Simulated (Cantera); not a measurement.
**Stirred combustor or abatement burner**

A perfectly stirred reactor is fed with H₂ : O₂ : N₂ = 1 : 0.357 : 1.34 (molar parts), at 2.10 bar; it is adiabatic with a 600 K inlet, and is followed from long to short residence time, starting on the burning branch (τ in s: 0.073, 0.03, 0.012, 0.005, 0.002, 0.00083, 0.00034, 0.00014, 5.7e-05).

Computed with Cantera and the H2/O2 subset of GRI-Mech 3.0, which has no nitrogen chemistry. The hydrogen kinetics of GRI-Mech 3.0 are dated; newer H2 mechanisms differ, most at raised pressure.

```csv
τ (s),T (K),x H₂,x O₂,x H,x OH,x H₂O₂
0.073,2499,0.120,0.000123,0.00636,0.00327,3.45e-8
0.030,2495,0.120,0.000146,0.00672,0.00344,3.83e-8
0.012,2487,0.120,0.000199,0.00755,0.00382,4.71e-8
0.0050,2471,0.120,0.000310,0.00916,0.00455,6.45e-8
0.0020,2440,0.119,0.000550,0.0122,0.00582,9.75e-8
0.00083,2391,0.119,0.00100,0.0170,0.00758,1.47e-7
0.00034,2316,0.118,0.00185,0.0243,0.00971,2.22e-7
0.00014,2210,0.116,0.00330,0.0345,0.0117,3.42e-7
5.7e-5,2070,0.115,0.00561,0.0481,0.0128,5.77e-7
```
x: mole fraction; the columns are a selection and need not sum to one.
